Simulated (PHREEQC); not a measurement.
0.18 g of hydrous ferric oxide (600 m²/g; 0.2 weak and 0.005 strong sites per Fe, Dzombak-Morel constants, diffuse double layer) in 1 kg of water with 0.05 mol/kgw of an inert sodium salt and 5e-05 mol MnCl2, 0.00091 mol CaCl2 and 0.0011 mol CuCl2, at 25 °C; the pH is set by adding NaOH or the inert anion's acid. The system is closed to oxygen. CO2 from the air is kept out. Precipitation was switched off in this run.

Base run: PHREEQC, ion-association model, wateq4f.dat. Each further column changes one thing. The table gives Cu sorbed (%).

```csv
pH,base,no electrostatic term (-no_edl),background salt from 0.05 to 0.005 mol/kgw,oxide from 0.18 to 0.9 g/kgw,0.00053 mol/kgw NaF added
4,0.9,___,0.9,4.3,0.8
4.5,3.1,___,3.0,14.4,2.5
5.5,22.1,33.0,17.9,74.8,20.6
6,28.1,37.1,___,91.0,26.0
6.5,30.4,37.6,25.1,97.0,28.4
7.5,27.5,37.7,22.9,___,27.0
8,24.4,37.6,21.2,96.1,24.3
8.5,21.9,37.3,___,92.4,21.9
9.5,16.0,30.1,15.0,78.4,16.0
10,11.3,16.6,___,59.8,11.3
10.5,4.1,3.6,3.1,34.5,4.1
11.5,0.1,0.0,0.0,___,0.1
12,0.0,0.0,0.0,1.3,0.0
```

Fill in the missing entries.


- 4, no electrostatic term (-no_edl): 1.0
- 4.5, no electrostatic term (-no_edl): 4.2
- 6, background salt from 0.05 to 0.005 mol/kgw: 23.1
- 7.5, oxide from 0.18 to 0.9 g/kgw: 98.1
- 8.5, background salt from 0.05 to 0.005 mol/kgw: 19.8
- 10, background salt from 0.05 to 0.005 mol/kgw: 10.1
- 11.5, oxide from 0.18 to 0.9 g/kgw: 5.3

In at least one series the solution becomes supersaturated in solids that the run did not let form, among them Pyrochroite, Cu(OH)2, Atacamite. The database's constant for dissolved Cu(OH)2 is higher than later reviews accept.
